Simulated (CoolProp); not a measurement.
A single-stage vapour-compression cycle with the fluid: evaporating at 282.15 K (dew point), condensing at 318.15 K (bubble point), superheat 2 K, subcooling 0 K, compressor efficiency 0.6, no pressure losses. The same conditions are run with several fluids, on thermodynamics alone (safety and materials aside).

Model: reference Helmholtz-energy equation of state of each fluid (R245fa: Akasaka 2015; chloromethane (R40): Thol 2014; R21: Platzer 1990; vinyl chloride: Thol 2022; R134a: Tillner-Roth 1994; R1336mzz(Z): McLinden 2020), in CoolProp. The equations of Platzer and Polt are older, rougher fits.

```
fluid                cooling COP  pressure ratio  discharge temperature (K)  refrigerating effect (kJ/kg)  volumetric capacity (kJ/m³)
-------------------  -----------  --------------  -------------------------  ----------------------------  ---------------------------
R245fa                      4.02            3.73                      331.8                           154                          716
chloromethane (R40)         4.08            2.82                      382.8                           336                         2740
R21                         4.19            3.37                      365.6                           202                          931
vinyl chloride              4.15            2.90                      364.1                           283                         1870
R134a                       3.81            2.89                      337.0                           142                         2740
R1336mzz(Z)                 3.99            4.04                      326.2                           133                          357
```
